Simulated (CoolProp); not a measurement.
Vapour-liquid equilibrium of CHF3 (R23) (1) + isobutane (2) at -13.35 °C; x and y are mole fractions of (1).

Model: multi-fluid Helmholtz-energy mixture model, Penoncello 2003 and Bücker 2006; pair parameters Bell 2016, in CoolProp.

```json
[
 {"x": "0.05", "bubble pressure (MPa)": "0.3542", "y at the bubble point": "0.722", "dew pressure at overall composition x (MPa)": "0.1003", "liquid density (mol/L)": "10.44"},
 {"x": "0.2", "bubble pressure (MPa)": "0.9215", "y at the bubble point": "0.888", "dew pressure at overall composition x (MPa)": "0.1197", "liquid density (mol/L)": "11.04"},
 {"x": "0.35", "bubble pressure (MPa)": "1.205", "y at the bubble point": "0.914", "dew pressure at overall composition x (MPa)": "0.1480", "liquid density (mol/L)": "11.67"},
 {"x": "0.5", "bubble pressure (MPa)": "1.324", "y at the bubble point": "0.923", "dew pressure at overall composition x (MPa)": "0.1935", "liquid density (mol/L)": "12.36"},
 {"x": "0.65", "bubble pressure (MPa)": "1.396", "y at the bubble point": "0.930", "dew pressure at overall composition x (MPa)": "0.2789", "liquid density (mol/L)": "13.15"},
 {"x": "0.8", "bubble pressure (MPa)": "1.494", "y at the bubble point": "0.944", "dew pressure at overall composition x (MPa)": "0.4979", "liquid density (mol/L)": "14.13"},
 {"x": "0.95", "bubble pressure (MPa)": "1.647", "y at the bubble point": "0.979", "dew pressure at overall composition x (MPa)": "1.527", "liquid density (mol/L)": "15.50"}
]
```

No azeotrope shows between x = 0.05 and 0.95.

The pair parameters rest on a limited set of measurements; away from them the model extrapolates. With so large a gap from Raoult's law the liquid may split in two, which this calculation doesn't test in full.
